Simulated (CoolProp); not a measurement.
Vapour-liquid equilibrium of n-pentane (1) + toluene (2) at 290.2 K; x and y are mole fractions of (1).

Computed with CoolProp (multi-fluid Helmholtz-energy mixture model, Thol 2019 and Lemmon 2006; pair parameters Bell 2016).

```
x      bubble pressure, mixture model (bar)  bubble pressure, Raoult's law (bar)  y, mixture model  y, Raoult's law
-----  ------------------------------------  -----------------------------------  ----------------  ---------------
0.05                                0.06560                              0.04882             0.638            0.516
0.125                                0.1188                              0.08476             0.814            0.743
0.2                                  0.1645                               0.1207             0.875            0.835
0.275                                0.2044                               0.1567             0.906            0.885
0.35                                 0.2400                               0.1926             0.926            0.916
0.425                                0.2724                               0.2285             0.940            0.937
0.5                                  0.3027                               0.2645             0.951            0.953
0.575                                0.3317                               0.3004             0.960            0.965
0.65                                 0.3601                               0.3364             0.968            0.974
0.725                                0.3887                               0.3723             0.975            0.982
0.8                                  0.4180                               0.4083             0.982            0.988
0.875                                0.4486                               0.4442             0.989            0.993
0.95                                 0.4811                               0.4801             0.995            0.997
```

The largest gap from Raoult's law is +40.2 % in bubble pressure, at x = 0.125. No azeotrope shows between x = 0.05 and 0.95.

The pair parameters rest on a limited set of measurements; away from them the model extrapolates.
